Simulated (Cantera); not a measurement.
An adiabatic, constant-volume homogeneous reactor starts with CH₄ : C₂H₆ : C₃H₈ : O₂ : N₂ : CO₂ = 1 : 0.21 : 0.077 : 3.18 : 12 : 0.97 (molar parts), at 1775 K and 3750 Torr. Integrator tolerance rtol = 1e-08.

Detailed kinetics in Cantera: GRI-Mech 3.0 (53 species, 325 reactions). Above 3000 K some thermodynamic fits are extrapolated.

```json
[
 {"quantity": "time of steepest temperature rise", "before": "7.20 µs", "after": "24.0 µs"},
 {"quantity": "temperature at 0.200 s", "before": "3021 K", "after": "2877 K"},
 {"quantity": "equilibrium temperature", "before": "3021 K", "after": "2877 K"},
 {"quantity": "x(CH₄) at 0.200 s", "before": "<1e-12 (gas-phase equilibrium <1e-12)", "after": "<1e-12 (gas-phase equilibrium <1e-12)"},
 {"quantity": "x(C₂H₆) at 0.200 s", "before": "<1e-12 (gas-phase equilibrium <1e-12)", "after": "<1e-12 (gas-phase equilibrium <1e-12)"},
 {"quantity": "x(C₃H₈) at 0.200 s", "before": "<1e-12 (gas-phase equilibrium <1e-12)", "after": "<1e-12 (gas-phase equilibrium <1e-12)"},
 {"quantity": "x(H) at 0.200 s", "before": "0.00649 (gas-phase equilibrium 0.00649)", "after": "0.0102 (gas-phase equilibrium 0.0102)"},
 {"quantity": "x(C₂H) at 0.200 s", "before": "<1e-12 (gas-phase equilibrium <1e-12)", "after": "<1e-12 (gas-phase equilibrium <1e-12)"}
]
```

Q: What was changed between the two runs?
A. initial temperature 1775 to 1200 K
B. pressure from 3750 Torr to 760 Torr
C. pressure from 3750 Torr to 7500 Torr
D. initial temperature 1775 to 1423 K

A: B, pressure from 3750 Torr to 760 Torr
